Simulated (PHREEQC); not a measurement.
Synthetic water in mg/kgw, 25 °C, pH 6.93, pe 2: Na 0.00493; K 0.0731; Ca 0.023; Mg 0.000629; Cl 0.0452; S(6) as SO4 0.0648; Alkalinity as HCO3 0.0414; Br 0.000377; Li 2.5e-05; B 4.28e-06; F 3.12e-05.

Na is adjusted to close the charge balance.
Valence states are taken as typed.

Model: ion-association model, wateq4f.dat, run in PHREEQC.

```
Quantity                  Value
--------------  ---------------
ionic strength  4.70e-6 mol/kgw
```

| species | molality | activity | log γ |
|---|---|---|---|
| K+ | 1.87e-6 | 1.86e-6 | -0.001 |
| Cl- | 1.28e-6 | 1.27e-6 | -0.001 |
| HCO3- | 7.10e-7 | 7.08e-7 | -0.001 |
| SO4-2 | 6.74e-7 | 6.68e-7 | -0.004 |
| Ca+2 | 5.74e-7 | 5.68e-7 | -0.004 |
| Na+ | 2.36e-7 | 2.36e-7 | -0.001 |
| CO2 | 1.87e-7 | 1.87e-7 | 0.000 |
| H+ | 1.18e-7 | 1.17e-7 | -0.001 |
| OH- | 8.54e-8 | 8.52e-8 | -0.001 |
| Mg+2 | 2.59e-8 | 2.56e-8 | -0.004 |
| Br- | 4.72e-9 | 4.71e-9 | -0.001 |

Precipitation was switched off in this run. Species that the database lacks are ignored. Real BF4- forms and hydrolyses slowly; the run takes it at equilibrium.
